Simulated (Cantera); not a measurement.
Charge: 1 mol SiCl₄, 0.4 mol NO, 1.2 mol H₂, held at 652 °C and 13000 Pa.

Cantera equilibrium calculation (NASA polynomials, part measured and part estimated; ideal gas, pure solids and liquids). The numbers say what is thermodynamically allowed, not how fast it happens.

```json
[
 {"species": "HCl", "before": "0.730", "after": "0.681"},
 {"species": "SiCl₄", "before": "0.188", "after": "0.184"},
 {"species": "H₂", "before": "0.0799", "after": "0.101"},
 {"species": "SiCl₃", "before": "4.50e-6", "after": "0.0143"},
 {"species": "N₂", "before": "0.00193", "after": "0.0135"},
 {"species": "SiCl₂", "before": "4.27e-9", "after": "0.00437"},
 {"species": "Cl", "before": "1.80e-9", "after": "3.24e-5"},
 {"species": "SiO", "before": "<1e-9", "after": "1.61e-5"},
 {"species": "SiHCl₃", "before": "7.48e-5", "after": "0.00210"},
 {"species": "SiO₂(β-quartz), mol", "before": "0.103", "after": "0.118"},
 {"species": "Si₂N₂O(s), mol", "before": "0.195", "after": "0.163"}
]
```
Gas species are given as mole fractions.

Task: Name the change that produced these shifts.
A) NO from 0.4 to 26 mol
B) temperature from 652 °C to 925 °C
C) temperature from 652 °C to 1102 °C
D) temperature from 652 °C to 1150 °C

Result: D, temperature from 652 °C to 1150 °C. Mutual solubility and eutectic melting of coexisting phases are not modelled. The tables' values for SiCl₃ are old estimates; treat these amounts as uncertain. The tables hold silica as quartz up to 1696 K and as liquid above; real silica turns to tridymite and cristobalite and melts near 1996 K
